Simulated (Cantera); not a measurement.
Input (Python, Cantera) and output of one run.

```python
import numpy as np
import cantera as ct

gas_names = [...]  # 113 gases of nasa_gas.yaml made of C, H, O, Ta
cond_names = """
    C(gr) C6H6(L) C7H8(L) C8H18(L),n-octa H2O(s) H2O(L) Ta(cr) Ta(L) TaC(s) TaC(L) Ta2O5(s) Ta2O5(L)
""".split()


# ... load() reads the species with a 1 bar reference pressure and builds the phases ...
atoms = {
    'Ta2O5': {'Ta': 2, 'O': 5},
    'C': {'C': 1},
    'H2': {'H': 2},
}
top_T = {'C(gr)': 4500}  # K; cautious upper limits of use, not melting points


# ... equilibrate(T, P, feed) seeds the gas with the atoms and calls Mixture.equilibrate('TP', solver="vcs", rtol=1e-11, max_steps=5000) ...
results = []
feed = {'Ta2O5': 1, 'C': 1.7, 'H2': 0.43}  # mol
P = 220  # Pa
for T in [1198, 1298, 1398, 1498, 1598, 1698, 1798, 1898, 1998]:
    mix = equilibrate(T, P, feed)
    results.append((T, P, feed, dict(zip(mix.species_names, mix.species_moles))))
    x = sorted(zip(gas.X, gas.species_names), reverse=True)
    print(f"T = {T:g} K  P = {P:g} Pa  gas = {mix.phase_moles(0):.4g} mol")
    print("   x: " + "  ".join(f"{s} {v:.3e}" for v, s in x if v > 1e-05))
    print("   condensed (mol): " + ("  ".join(f"{mix.phase(i).name} {mix.phase_moles(i):.4g}"
          for i in range(1, mix.n_phases) if mix.phase_moles(i) > 1e-12) or "none"))
```

Result:

```
T = 1198 K  P = 220 Pa  gas = 1.644 mol
   x: CO 7.382e-01  H2 2.614e-01  CO2 2.538e-04  H2O 1.227e-04
   condensed (mol): TaC(s) 0.4859  Ta2O5(s) 0.7571
T = 1298 K  P = 220 Pa  gas = 1.644 mol
   x: CO 7.382e-01  H2 2.614e-01  CO2 2.501e-04  H2O 1.554e-04  H 1.168e-05
   condensed (mol): TaC(s) 0.4859  Ta2O5(s) 0.757
T = 1398 K  P = 220 Pa  gas = 1.644 mol
   x: CO 7.382e-01  H2 2.613e-01  CO2 2.471e-04  H2O 1.892e-04  H 5.157e-05
   condensed (mol): TaC(s) 0.4859  Ta2O5(s) 0.757
T = 1498 K  P = 220 Pa  gas = 1.644 mol
   x: CO 7.381e-01  H2 2.612e-01  CO2 2.447e-04  H2O 2.234e-04  H 1.872e-04
   condensed (mol): TaC(s) 0.4859  Ta2O5(s) 0.757
T = 1598 K  P = 220 Pa  gas = 1.645 mol
   x: CO 7.380e-01  H2 2.609e-01  H 5.797e-04  H2O 2.573e-04  CO2 2.428e-04
   condensed (mol): TaC(s) 0.4859  Ta2O5(s) 0.757
T = 1698 K  P = 220 Pa  gas = 1.645 mol
   x: CO 7.376e-01  H2 2.603e-01  H 1.573e-03  H2O 2.901e-04  CO2 2.411e-04
   condensed (mol): TaC(s) 0.486  Ta2O5(s) 0.757
T = 1798 K  P = 220 Pa  gas = 1.647 mol
   x: CO 7.368e-01  H2 2.588e-01  H 3.819e-03  H2O 3.209e-04  CO2 2.396e-04
   condensed (mol): TaC(s) 0.486  Ta2O5(s) 0.757
T = 1898 K  P = 220 Pa  gas = 1.651 mol
   x: CO 7.350e-01  H2 2.559e-01  H 8.430e-03  H2O 3.482e-04  CO2 2.381e-04  TaO2 6.725e-05  TaO 1.093e-05
   condensed (mol): TaC(s) 0.486  Ta2O5(s) 0.757
T = 1998 K  P = 220 Pa  gas = 2.147 mol
   x: CO 7.914e-01  H2 1.924e-01  H 1.500e-02  TaO2 4.616e-04  H2O 3.492e-04  CO2 3.138e-04  TaO 8.835e-05
   condensed (mol): Ta(cr) 0.6803  Ta2O5(s) 0.6593
```

These are equilibrium values from Cantera (NASA tables, ideal gas, pure condensed phases), not measurements of a reactor. Mutual solubility and eutectic melting of coexisting phases are not modelled. TaC: taken at fixed stoichiometry. Condensed phases not in the tables: Ta2C, N, O or C dissolved in the metal.
